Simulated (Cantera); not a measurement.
Cantera run, input and output.

```python
import numpy as np
import cantera as ct

gas = ct.Solution("gri30.yaml")


def delay(T, t_max=10):
    gas.TPX = T, 39000, {'CH4': 1, 'O2': 2.5, 'N2': 13.5}
    reactor = ct.IdealGasReactor(gas, clone=False)
    net = ct.ReactorNet([reactor])
    net.rtol, net.atol = 1e-8, 1e-16
    while net.time < t_max:
        t_old, T_old = net.time, reactor.T
        net.step()
        if reactor.T > T + 400:  # ignition: a rise of 400 K
            return t_old + (T + 400 - T_old) / (reactor.T - T_old) * (net.time - t_old)
    return np.nan


taus = []
for T in [1000, 1075, 1150, 1225, 1300, 1375]:
    taus.append(delay(T))
    print(f"T0 = {T:6g} K   tau = {taus[-1]:.4e} s")
```

Output:

```
T0 =   1000 K   tau = 3.4457e+00 s
T0 =   1075 K   tau = 8.8920e-01 s
T0 =   1150 K   tau = 2.5571e-01 s
T0 =   1225 K   tau = 8.1341e-02 s
T0 =   1300 K   tau = 2.8468e-02 s
T0 =   1375 K   tau = 1.1005e-02 s
```

Cantera simulation using GRI-Mech 3.0 (53 species, 325 reactions); the numbers are that mechanism's predictions, not measurements.
